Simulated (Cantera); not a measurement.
Charge: 1 mol Si2H6, 1.5 mol O2, 65 mol N2, held at 8.50 mbar.

Method: chemical equilibrium by Gibbs-energy minimisation in Cantera with the NASA 1993 tables (ideal gas, pure condensed phases). Candidate condensed phases: H2O, Si, SiO2, Si2N2O, Si3N4; 35 gas species. The feed counts by its element totals alone. N2 is the only nitrogen source here; it is nearly inert below about 1500 K, so the nitride shown seldom forms there in practice. Mutual solubility and eutectic melting of coexisting phases are not modelled. The tables hold silica as quartz up to 1696 K and as liquid above; real silica turns to tridymite and cristobalite and melts near 1996 K. Kinetics and transport are ignored.

x: gas mole fraction; n: condensed amount in mol.

```json
[
 {"T (K)": "700", "x N2": "0.956", "x H2": "0.0443", "x SiO": "<1e-12", "x H": "<1e-12", "x H2O": "1.40e-7", "x NH3": "7.27e-7", "n SiO2(α-quartz)": "1.33", "n Si2N2O(s)": "0.333", "n SiO2(β-quartz)": "0"},
 {"T (K)": "775", "x N2": "0.956", "x H2": "0.0443", "x SiO": "<1e-12", "x H": "2.26e-12", "x H2O": "2.96e-7", "x NH3": "3.01e-7", "n SiO2(α-quartz)": "1.33", "n Si2N2O(s)": "0.333", "n SiO2(β-quartz)": "0"},
 {"T (K)": "850", "x N2": "0.956", "x H2": "0.0443", "x SiO": "<1e-12", "x H": "…", "x H2O": "…", "x NH3": "…", "n SiO2(α-quartz)": "0", "n Si2N2O(s)": "0.333", "n SiO2(β-quartz)": "1.33"},
 {"T (K)": "925", "x N2": "0.956", "x H2": "0.0443", "x SiO": "<1e-12", "x H": "5.95e-10", "x H2O": "8.83e-7", "x NH3": "7.71e-8", "n SiO2(α-quartz)": "0", "n Si2N2O(s)": "0.333", "n SiO2(β-quartz)": "1.33"},
 {"T (K)": "1000", "x N2": "0.956", "x H2": "0.0443", "x SiO": "1.98e-12", "x H": "5.18e-9", "x H2O": "1.33e-6", "x NH3": "4.52e-8", "n SiO2(α-quartz)": "0", "n Si2N2O(s)": "0.333", "n SiO2(β-quartz)": "1.33"},
 {"T (K)": "1075", "x N2": "0.956", "x H2": "0.0443", "x SiO": "1.43e-10", "x H": "3.35e-8", "x H2O": "1.89e-6", "x NH3": "2.84e-8", "n SiO2(α-quartz)": "0", "n Si2N2O(s)": "0.333", "n SiO2(β-quartz)": "1.33"},
 {"T (K)": "1150", "x N2": "0.956", "x H2": "0.0443", "x SiO": "5.81e-9", "x H": "1.70e-7", "x H2O": "2.56e-6", "x NH3": "1.89e-8", "n SiO2(α-quartz)": "0", "n Si2N2O(s)": "0.333", "n SiO2(β-quartz)": "1.33"},
 {"T (K)": "1225", "x N2": "0.956", "x H2": "0.0443", "x SiO": "1.49e-7", "x H": "7.12e-7", "x H2O": "3.33e-6", "x NH3": "1.32e-8", "n SiO2(α-quartz)": "0", "n Si2N2O(s)": "0.333", "n SiO2(β-quartz)": "1.33"},
 {"T (K)": "1300", "x N2": "0.956", "x H2": "0.0443", "x SiO": "2.62e-6", "x H": "2.53e-6", "x H2O": "4.19e-6", "x NH3": "9.62e-9", "n SiO2(α-quartz)": "0", "n Si2N2O(s)": "0.333", "n SiO2(β-quartz)": "1.33"},
 {"T (K)": "1375", "x N2": "0.956", "x H2": "0.0443", "x SiO": "…", "x H": "…", "x H2O": "…", "x NH3": "…", "n SiO2(α-quartz)": "0", "n Si2N2O(s)": "0.333", "n SiO2(β-quartz)": "1.33"},
 {"T (K)": "1450", "x N2": "0.955", "x H2": "0.0443", "x SiO": "0.000325", "x H": "2.16e-5", "x H2O": "6.15e-6", "x NH3": "5.61e-9", "n SiO2(α-quartz)": "0", "n Si2N2O(s)": "0.326", "n SiO2(β-quartz)": "1.33"},
 {"T (K)": "1525", "x N2": "0.953", "x H2": "0.0442", "x SiO": "0.00252", "x H": "5.39e-5", "x H2O": "7.20e-6", "x NH3": "4.43e-9", "n SiO2(α-quartz)": "0", "n Si2N2O(s)": "0.277", "n SiO2(β-quartz)": "1.28"},
 {"T (K)": "1600", "x N2": "0.942", "x H2": "0.0434", "x SiO": "0.0145", "x H": "0.000123", "x H2O": "9.03e-6", "x NH3": "3.48e-9", "n SiO2(α-quartz)": "0", "n Si2N2O(s)": "0", "n SiO2(β-quartz)": "0.999"},
 {"T (K)": "1675", "x N2": "0.942", "x H2": "0.0433", "x SiO": "0.0145", "x H": "0.000262", "x H2O": "5.49e-5", "x NH3": "2.87e-9", "n SiO2(α-quartz)": "0", "n Si2N2O(s)": "0", "n SiO2(β-quartz)": "0.996"}
]
```

Task: Some entries are withheld; supply them.

Result: 
- 1375, x SiO: 3.34e-5
- 1375, x H: 7.82e-6
- 1375, x H2O: 5.13e-6
- 1375, x NH3: 7.24e-9
- 850, x H: 4.68e-11
- 850, x H2O: 5.41e-7
- 850, x NH3: 1.44e-7
